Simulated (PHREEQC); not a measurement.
Synthetic water in mmol/kgw, 85 °C, pH 3.14, pe 8.4:

```tsv
constituent	mmol/kgw
Na	1.78
K	0.00209
Ca	1.64
Mg	1.21
Cl	0.599
S(6)	4.72
Ni	0.0644
Li	0.0171
N(5)	0.00468
Cu(2)	0.00655
Al	0.886
```

Valence states are taken as typed.

Model: ion-association model, wateq4f.dat, run in PHREEQC.

Q: The ionic strength comes out as 0.0120 mol/kgw. What activity coefficients do CaHSO4+, Mg+2, AlOH+2, NO3-, NaSO4- get?

A: CaHSO4+ 0.88, Mg+2 0.62, AlOH+2 0.62, NO3- 0.88, NaSO4- 0.89.

No solid was allowed to form. The solution is supersaturated, for example in Boehmite (slow to form), so a real one may precipitate; this is no full list. Species that the database lacks are ignored. At this temperature some constants are extrapolated from 25 °C, and those without enthalpy data are left unchanged.
